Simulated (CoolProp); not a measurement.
Vapour-liquid equilibrium of carbon dioxide (1) + 1-butene (2) at 278 K; x and y are mole fractions of (1).

Model: multi-fluid Helmholtz-energy mixture model, Span 1996 and Lemmon 2005; pair parameters Bell 2016, in CoolProp.

```json
[
 {"x": "0.05", "bubble pressure, mixture model (bar)": "3.591", "bubble pressure, Raoult's law (bar)": "3.435", "y, mixture model": "0.572", "y, Raoult's law": "0.576"},
 {"x": "0.2", "bubble pressure, mixture model (bar)": "10.09", "bubble pressure, Raoult's law (bar)": "9.136", "y, mixture model": "___", "y, Raoult's law": "0.866"},
 {"x": "0.35", "bubble pressure, mixture model (bar)": "16.18", "bubble pressure, Raoult's law (bar)": "14.84", "y, mixture model": "0.910", "y, Raoult's law": "0.933"},
 {"x": "0.5", "bubble pressure, mixture model (bar)": "21.39", "bubble pressure, Raoult's law (bar)": "20.54", "y, mixture model": "___", "y, Raoult's law": "0.963"},
 {"x": "0.65", "bubble pressure, mixture model (bar)": "26.02", "bubble pressure, Raoult's law (bar)": "26.24", "y, mixture model": "0.952", "y, Raoult's law": "0.980"},
 {"x": "0.8", "bubble pressure, mixture model (bar)": "30.86", "bubble pressure, Raoult's law (bar)": "31.94", "y, mixture model": "___", "y, Raoult's law": "0.990"},
 {"x": "0.95", "bubble pressure, mixture model (bar)": "___", "bubble pressure, Raoult's law (bar)": "37.64", "y, mixture model": "0.990", "y, Raoult's law": "0.998"}
]
```

What belongs in the gaps?


- 0.2, y, mixture model: 0.851
- 0.5, y, mixture model: 0.935
- 0.8, y, mixture model: 0.968
- 0.95, bubble pressure, mixture model (bar): 37.00

The largest gap from Raoult's law is +10.4 % in bubble pressure, at x = 0.2. No azeotrope shows between x = 0.05 and 0.95.

The pair parameters rest on a limited set of measurements; away from them the model extrapolates. The gap from Raoult's law changes sign with composition, which may be real or a fault of the pair parameters; it wasn't checked against measurements.
